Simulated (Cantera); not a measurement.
Standard-state values (1 bar) from the NASA 1993 polynomials, evaluated with Cantera. Values are per mole of reaction as written; species without (g) are pure solids or liquids, kept so even where they would boil at 1 bar. ZrN: taken at fixed stoichiometry.

ZrN + 3 O(g) ⇌ NO(g) + ZrO₂(g)

```csv
T (K),ΔH° (kJ),ΔS° (J/K),ΔG° (kJ),log10 K
2098,(withheld),(withheld),(withheld),(withheld)
2198,-628.5,-92.3,-425.6,10.12
2298,(withheld),(withheld),(withheld),(withheld)
2398,-634.5,-94.9,-406.9,8.86
2498,-637.6,-96.2,-397.4,8.31
2598,-640.8,-97.4,-387.7,7.79
2698,-644.0,-98.6,-377.9,7.32
```

Problem. What belongs in the gaps?

Solution. 
- 2098, ΔH° (kJ): -625.6
- 2098, ΔS° (J/K): -90.9
- 2098, ΔG° (kJ): -434.8
- 2098, log10 K: 10.83
- 2298, ΔH° (kJ): -631.5
- 2298, ΔS° (J/K): -93.6
- 2298, ΔG° (kJ): -416.3
- 2298, log10 K: 9.46
